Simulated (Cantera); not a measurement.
## Equilibrium for abatement and gas-phase synthesis: SF6 + H2 + O2

Input: 1 mol SF6, 0.23 mol H2, 0.059 mol O2, held at 3100 K and 19.0 Pa.

Cantera equilibrium calculation (NASA polynomials, part measured and part estimated; ideal gas, pure solids and liquids). Candidate condensed phases: H2O, H2SO4, S; 43 gas species. Rates play no part.

```
Item                                 Value
-------------------------------  ---------
x(F)                                 0.788
x(S)                                 0.134
x(H)                                0.0427
x(HF)                               0.0192
x(O)                                0.0157
x(SO)                             0.000136
x(S2)                              3.04e-5
x(SF)                              1.87e-5
x(H2)                              7.66e-6
gas amount                       7.434 mol
log10 activity of S(l) (absent)      -6.01
```
